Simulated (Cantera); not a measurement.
A perfectly stirred reactor is fed with C3H8 : O2 : N2 = 1 : 5.81 : 21.9 (molar parts), at 7500 Torr; it is adiabatic with a 400 K inlet, and is followed from long to short residence time, starting on the burning branch (τ in s: 0.026, 0.014, 0.0075, 0.004, 0.0021, 0.0011, 0.0006, 0.00032, 0.00017, 9.1e-05, 4.8e-05, 2.6e-05, 1.4e-05).

Cantera simulation using GRI-Mech 3.0 (53 species, 325 reactions); the numbers are that mechanism's predictions, not measurements. GRI-Mech 3.0 was tuned for natural gas; its chemistry of propane as a main component is partial and can be far from experiment.

Problem. What does this change do: inlet temperature 400 to 500 K?

Solution. 
```json
[
 {"quantity": "blow-out, bracketed by the residence times tried", "before": "burning at 26.0 µs, out at 14.0 µs", "after": "burning at 14.0 µs, the shortest tried"},
 {"quantity": "x(C3H8) at τ = 26.0 ms", "before": "1.59e-7", "after": "1.20e-7"},
 {"quantity": "x(O2) at τ = 26.0 ms", "before": "0.0270", "after": "0.0268"},
 {"quantity": "x(NO) at τ = 26.0 ms", "before": "0.00108", "after": "0.00195"},
 {"quantity": "x(C2H) at τ = 26.0 ms", "before": "4.78e-9", "after": "4.44e-9"},
 {"quantity": "x(C2H2) at τ = 26.0 ms", "before": "1.28e-6", "after": "8.67e-7"},
 {"quantity": "x(C3H8) at τ = 0.600 ms", "before": "4.84e-6", "after": "3.89e-6"},
 {"quantity": "x(O2) at τ = 0.600 ms", "before": "0.0298", "after": "0.0298"},
 {"quantity": "x(NO) at τ = 0.600 ms", "before": "0.000162", "after": "0.000253"},
 {"quantity": "x(C2H) at τ = 0.600 ms", "before": "9.30e-8", "after": "9.82e-8"},
 {"quantity": "x(C2H2) at τ = 0.600 ms", "before": "1.63e-5", "after": "1.37e-5"}
]
```
